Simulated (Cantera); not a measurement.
A perfectly stirred reactor is fed with 14.4 % CH₄, 18.0 % O₂, 67.6 % N₂, at 9750 Torr; it is adiabatic with a 698 K inlet, and is followed from long to short residence time, starting on the burning branch (τ in s: 0.028, 0.016, 0.0093, 0.0053, 0.0031, 0.0017, 0.001, 0.00057, 0.00033, 0.00019, 0.00011, 6.2e-05, 3.5e-05).

Detailed kinetics in Cantera: GRI-Mech 3.0 (53 species, 325 reactions). The pressure lies above the range GRI-Mech 3.0 was tuned for (to about 10 atm).

x: mole fraction; the columns are a selection and need not sum to one.

```csv
τ (s),T (K),x CH₄,x O₂,x CH₂,x CO₂,x C₂H₄,x CH₃
0.028,2130,0.00104,6.99e-5,3.39e-7,0.0329,2.31e-6,7.19e-5
0.016,2133,0.00153,0.000119,5.47e-7,0.0332,5.05e-6,0.000110
0.0093,2136,…,…,…,0.0336,…,…
0.0053,2139,0.00291,0.000335,1.34e-6,0.0341,1.86e-5,0.000231
0.0031,2142,0.00375,0.000549,2.01e-6,0.0346,3.21e-5,0.000318
0.0017,2144,0.00483,0.000947,3.13e-6,0.0352,5.64e-5,0.000444
0.0010,2143,0.00592,0.00153,4.53e-6,0.0355,9.10e-5,0.000585
0.00057,2139,0.00726,0.00253,6.52e-6,0.0356,0.000150,0.000771
0.00033,2128,0.00885,0.00415,8.94e-6,0.0352,0.000245,0.000992
0.00019,2106,0.0110,0.00699,1.15e-5,0.0339,0.000414,0.00126
0.00011,2057,0.0147,0.0127,1.28e-5,0.0310,0.000771,0.00155
6.2e-5,698,0.144,0.180,<1e-12,<1e-12,<1e-12,<1e-12
3.5e-5,698,0.144,0.180,<1e-12,<1e-12,<1e-12,<1e-12
```

Problem. Fill in the missing entries.

Solution. 
- 0.0093, x CH₄: 0.00214
- 0.0093, x O₂: 0.000199
- 0.0093, x CH₂: 8.56e-7
- 0.0093, x C₂H₄: 9.93e-6
- 0.0093, x CH₃: 0.000161
